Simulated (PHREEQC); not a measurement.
Dissolve 0.0013 mol/kgw NaHF2, 0.049 mol/kgw Na2SO4, 0.00042 mol/kgw Li2CO3 and 4.2e-05 mol/kgw H4SiO4 at 20 °C. Closed to the air; pH follows from the charge balance.

The numbers come from PHREEQC with the ion-association model, wateq4f.dat.

```tsv
quantity	before	after
pH	4.05	10.13
ionic strength (mol/kgw)	0.136	0.135
Na+ (mol/kgw)	0.0928	0.0915
HCO3- (mol/kgw)	2.60e-6	0.000148
NaHCO3 (mol/kgw)	7.78e-8	4.37e-6
SI of Quartz (SiO2)	-0.31	-0.82
```

Which change was made?
(A) 0.0049 mol/kgw HF added
(B) NaHF2 left out
(C) Na2SO4 from 0.049 to 0.0441 mol/kgw
(D) Na2SO4 replaced by Fe2(SO4)3 at the same molality
(E) Na2SO4 replaced by NaHS at the same molality

B, NaHF2 left out

Precipitation was switched off in this run. SiF6-2 is the database's only silicon fluoride.
